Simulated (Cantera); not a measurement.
## Silicon carbide growth: SiH₄ + C₂H₄ + H₂

Feed: 1 mol SiH₄, 0.031 mol C₂H₄, 19 mol H₂, held at 0.200 bar.

Cantera equilibrium calculation (NASA polynomials, part measured and part estimated; ideal gas, pure solids and liquids). Candidate condensed phases: C, C₆H₆, C₇H₈, C₈H₁₈, Si, SiC; 87 gas species. Mutual solubility and eutectic melting of coexisting phases are not modelled. Gases not in the tables: Si₂H₆ and higher silanes. The numbers say what is thermodynamically allowed, not how fast it happens.

```csv
T (K),x H₂,x H,x Si,x SiH,x Si₂C,x SiH₂,n Si(s),n SiC(s),n Si(l)
1025,1.000,9.74e-9,<1e-12,<1e-12,<1e-12,1.90e-10,0.938,0.0619,0
1225,1.000,6.97e-7,1.73e-11,9.92e-11,<1e-12,1.95e-8,0.938,0.0619,0
1425,1.000,1.53e-5,8.05e-9,1.60e-8,6.58e-12,5.42e-7,0.938,0.0619,0
1625,1.000,0.000158,8.14e-7,7.26e-7,3.06e-9,6.61e-6,0.938,0.0619,0
1825,0.999,0.000984,2.27e-5,1.08e-5,2.75e-7,3.56e-5,0,0.0619,0.937
2025,0.995,0.00429,0.000291,8.31e-5,8.86e-6,0.000122,0,0.0616,0.927
2225,0.982,0.0144,0.00234,0.000438,0.000150,0.000329,0,0.0569,0.868
2425,0.943,0.0389,0.0133,0.00172,0.00156,0.000730,0,0.0100,0.558
```
x: gas mole fraction; n: condensed amount in mol.

From 1025 K to 1625 K the condensed part is Si(s) + SiC(s). From 1825 K to 2425 K the condensed part is Si(l) + SiC(s). The main Si-bearing gas is SiH₄ at 1025 K and Si at 2425 K.
